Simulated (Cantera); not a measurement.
A Cantera script and its output.

```python
import numpy as np
import cantera as ct

gas = ct.Solution("gri30.yaml")
gas.TP = 300, 45000
flame = ct.CounterflowDiffusionFlame(gas, width=0.02)
flame.fuel_inlet.X, flame.fuel_inlet.T = {'CH3OH': 1, 'N2': 0.8}, 425
flame.oxidizer_inlet.X, flame.oxidizer_inlet.T = {'O2': 0.19, 'N2': 0.81}, 625
flame.set_refine_criteria(ratio=3, slope=0.12, curve=0.24, prune=0.03)
show = ['OH', 'H', 'NO', 'CO', 'C2H2']

rows = []
print(f"{'mdot':>8s}{'a_max':>10s}{'a_mean':>10s}{'Tmax/K':>9s}" + "".join(f"{s:>11s}" for s in show) + "   (peak mole fractions)")
for i, mdot in enumerate([0.11, 0.17, 0.26, 0.39, 0.59, 0.9, 1.4, 2.1]):  # kg/m2/s on the oxidiser side
    flame.oxidizer_inlet.mdot, flame.fuel_inlet.mdot = mdot, 1.4 * mdot
    flame.solve(loglevel=0, auto=(i == 0))
    if flame.T.max() < max(425, 625) + 100:
        print(f"{mdot:8.3g}  no burning solution found from the previous one")
        break
    dT = np.abs(np.gradient(flame.T, flame.grid))
    rows.append([flame.strain_rate("max"), flame.strain_rate("mean"), flame.T.max(),
                 *(flame.X[gas.species_index(s)].max() for s in show), max(dT[0], dT[-1]) / dT.max()])
    print(f"{mdot:8.3g}{rows[-1][0]:10.1f}{rows[-1][1]:10.1f}{rows[-1][2]:9.1f}" + "".join(f"{x:11.3e}" for x in rows[-1][3:-1]))
```

Result:

```
    mdot     a_max    a_mean   Tmax/K         OH          H         NO         CO       C2H2   (peak mole fractions)
    0.11     174.3      42.1   1812.4  7.660e-03  9.741e-03  2.790e-05  1.281e-01  3.313e-04
    0.17     256.1      65.0   1760.1  7.327e-03  1.051e-02  2.330e-05  1.250e-01  3.859e-04
    0.26     376.0      99.4   1712.5  6.928e-03  1.113e-02  1.932e-05  1.221e-01  4.171e-04
    0.39     547.2     149.1   1672.0  6.527e-03  1.155e-02  1.575e-05  1.198e-01  4.139e-04
    0.59     807.8     225.6   1630.3  5.948e-03  1.169e-02  1.197e-05  1.174e-01  3.599e-04
     0.9    1205.4     344.1   1587.2  5.191e-03  1.127e-02  8.117e-06  1.148e-01  2.514e-04
     1.4    1837.7     535.3   1545.7  4.153e-03  9.808e-03  4.385e-06  1.119e-01  1.063e-04
     2.1  no burning solution found from the previous one
```

Computed with Cantera and GRI-Mech 3.0 (53 species, 325 reactions). GRI-Mech 3.0 was tuned for natural gas; its chemistry of methanol as a main component is partial and can be far from experiment. GRI-Mech 3.0 has no aromatics or soot, which form on the fuel side of real flames. The maximum strain rate includes the flame's own expansion and is several times the mean. A flux with no burning solution from the previous one only brackets extinction.
